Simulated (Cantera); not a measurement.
Feed: 1 mol SiHCl3, a varied amount of NH3, 23 mol N2, held at 427 °C and 0.0133 bar.

Cantera equilibrium calculation (NASA polynomials, part measured and part estimated; ideal gas, pure solids and liquids). Candidate condensed phases: NH4Cl, Si, Si3N4; 28 gas species. The numbers say what is thermodynamically allowed, not how fast it happens.

x: gas mole fraction; n: condensed amount in mol.

```
n(NH3) (mol)   x N2    x H2   x HCl  x SiCl4    x NH3  n Si3N4(s)
------------  -----  ------  ------  -------  -------  ----------
1.2           0.866  0.0469  0.0787        ?  1.18e-6       0.258
1.7           0.841  0.0675  0.0854        ?  2.01e-6       0.280
2.2           0.819  0.0881  0.0886        ?  2.96e-6       0.295
2.7           0.799   0.108  0.0897        ?  3.98e-6       0.305
3.2           0.781   0.128  0.0895        ?  5.04e-6       0.312
3.7           0.763   0.146  0.0886        ?  6.12e-6       0.317
4.2           0.747   0.164  0.0871        ?  7.19e-6       0.321
4.7           0.733   0.181  0.0854        ?  8.24e-6       0.323
5.2           0.718   0.197  0.0836        ?  9.27e-6       0.325
5.7           0.705   0.212  0.0818        ?  1.03e-5       0.327
6.2           0.693   0.227  0.0799        ?  1.12e-5       0.328
6.7           0.681   0.241  0.0781        ?  1.22e-5       0.329
7.2           0.670   0.254  0.0763        ?  1.31e-5       0.329
```

### Question
Fill in the missing entries.

### Answer

- 1.2, x SiCl4: 0.00845
- 1.7, x SiCl4: 0.00575
- 2.2, x SiCl4: 0.00398
- 2.7, x SiCl4: 0.00282
- 3.2, x SiCl4: 0.00204
- 3.7, x SiCl4: 0.00151
- 4.2, x SiCl4: 0.00114
- 4.7, x SiCl4: 0.000878
- 5.2, x SiCl4: 0.000689
- 5.7, x SiCl4: 0.000549
- 6.2, x SiCl4: 0.000444
- 6.7, x SiCl4: 0.000364
- 7.2, x SiCl4: 0.000301
